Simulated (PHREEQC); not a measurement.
## Metal-bearing waste water (model solution)

A solution holds 55 mmol/kgw CuSO4 and 140 mmol/kgw NiCl2, at 20 °C. Closed to the air; pH follows from the charge balance.

Computed with PHREEQC (ion-association model, wateq4f.dat).

Each row changes one thing in this solution. This is a speciation only: nothing precipitates in the calculation.

```tsv
case	pH	ionic strength (mol/kgw)	Cl- (mol/kgw)	Ni+2 (mol/kgw)	NiCl+ (mol/kgw)	NiCl2 (mol/kgw)
as made	4.64	0.452	0.247	0.0958	0.0153	0.00592
temperature from 20 to 55 °C	4.34	0.430	0.237	0.0961	0.0135	0.00485
diluted 100-fold with water	5.48	0.00604	0.00279	0.00133	6.73e-6	5.77e-8
diluted 2-fold with water	4.75	0.245	0.131	0.0537	0.00501	0.00116
CuSO4 left out	5.74	0.360	0.246	0.114	0.0186	0.00750
```

Some of these states are supersaturated (in Atacamite, Antlerite, Brochantite, for instance). In wateq4f.dat the enthalpy of Ni(OH)2 has the wrong sign, so its saturation index can't be trusted away from 25 °C. Away from 25 °C the constants follow the database's enthalpies or fits; those with neither stay at their 25 °C values.
